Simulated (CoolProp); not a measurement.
Values from CoolProp's reference Helmholtz-energy equation of state, Akasaka 2023.

For R1224YDZ, give the phase and the cp (kJ/(kg K)), cv (kJ/(kg K)), speed of sound (m/s) at 195.25 °C and 1.05 bar; 195.25 °C and 128 bar.


- 195.25 °C and 1.05 bar: gas; cp 1.01, cv 0.954, speed of sound 165
- 195.25 °C and 128 bar: supercritical; cp 1.41, cv 1.01, speed of sound 270
